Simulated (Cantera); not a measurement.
An adiabatic, constant-pressure homogeneous reactor starts with CO : H₂ : CH₄ : O₂ : N₂ = 1 : 0.19 : 0.73 : 0.979 : 3.68 (molar parts), equivalence ratio 2.1, at 950 K and 10.0 bar.

Model: GRI-Mech 3.0 (53 species, 325 reactions), integrated in Cantera. Below about 1000 K GRI-Mech 3.0 lacks low-temperature oxidation paths.

Task: Predict: time of steepest temperature rise; temperature at 1.00 s; equilibrium temperature; x(CO) at 1.00 s; x(H₂) at 1.00 s; x(CH₄) at 1.00 s; x(O₂) at 1.00 s; x(H₂O) at 1.00 s.

Result: 
```
Property                                                            Result
---------------------------------  ---------------------------------------
time of steepest temperature rise                                  26.4 ms
temperature at 1.00 s                                               2204 K
equilibrium temperature                                             2204 K
x(CO) at 1.00 s                        0.199 (gas-phase equilibrium 0.199)
x(H₂) at 1.00 s                        0.105 (gas-phase equilibrium 0.105)
x(CH₄) at 1.00 s                   2.37e-9 (gas-phase equilibrium 2.62e-9)
x(O₂) at 1.00 s                    2.06e-7 (gas-phase equilibrium 2.06e-7)
x(H₂O) at 1.00 s                       0.128 (gas-phase equilibrium 0.128)
```
